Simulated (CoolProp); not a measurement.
Aqueous potassium formate as a coolant, at 12 °C, 1 atm.

Computed with CoolProp (Melinder's fits for secondary coolants).

```
mass %  freezing point (°C)  cp (kJ/(kg K))  viscosity (mPa s)  conductivity (W/(m K))  density (kg/m³)
------  -------------------  --------------  -----------------  ----------------------  ---------------
2.5                    -1.1           4.093               1.30                   0.580             1016
5.4                    -2.5           3.980               1.35                   0.574             1034
8.3                    -4.0           3.870               1.40                   0.569             1052
11.2                   -5.6           3.762                [?]                   0.564             1069
14.1                   -7.4           3.656               1.50                     [?]              [?]
17                     -9.4           3.553               1.56                   0.555             1105
19.9                  -11.5           3.452               1.63                   0.550             1124
22.8                  -14.0           3.354               1.72                   0.545             1143
25.7                  -16.6           3.260               1.82                   0.540             1163
28.6                  -19.6           3.171               1.92                   0.534             1183
31.5                  -22.9           3.086               2.02                   0.528             1203
34.4                  -26.6           3.006               2.13                   0.522             1224
```

**Question.** What belongs in the gaps?

**Answer.** 
- 11.2, viscosity (mPa s): 1.44
- 14.1, conductivity (W/(m K)): 0.559
- 14.1, density (kg/m³): 1087
